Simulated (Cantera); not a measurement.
An isothermal, constant-pressure homogeneous reactor starts with CH4 : H2 : N2 = 0.0034 : 1 : 0.00023 (molar parts), at 2050 K and 62.3 Torr. Integrator tolerance rtol = 1e-08.

Detailed kinetics in Cantera: GRI-Mech 3.0 (53 species, 325 reactions). GRI-Mech 3.0 stops at C3 and has no aromatics, soot or wall deposition, so with more carbon than oxygen in the feed, carbon stays in small species such as C2H2 where larger ones or solid carbon would form.

What does this change do: temperature 2050 to 2825 K?


```tsv
quantity	before	after
x(CH4) at 30.0 s	3.79e-5 (gas-phase equilibrium 3.64e-5)	9.03e-7 (gas-phase equilibrium 9.14e-7)
x(H2) at 30.0 s	0.990 (gas-phase equilibrium 0.990)	0.731 (gas-phase equilibrium 0.731)
x(C2H6) at 30.0 s	2.35e-11 (gas-phase equilibrium 2.16e-11)	<1e-12 (gas-phase equilibrium <1e-12)
x(H) at 30.0 s	0.00789 (gas-phase equilibrium 0.00789)	0.267 (gas-phase equilibrium 0.267)
x(C2H) at 30.0 s	2.91e-7 (gas-phase equilibrium 2.68e-7)	6.00e-5 (gas-phase equilibrium 5.99e-5)
x(HCN) at 30.0 s	2.41e-7 (gas-phase equilibrium 0.000267)	0.000258 (gas-phase equilibrium 0.000259)
```
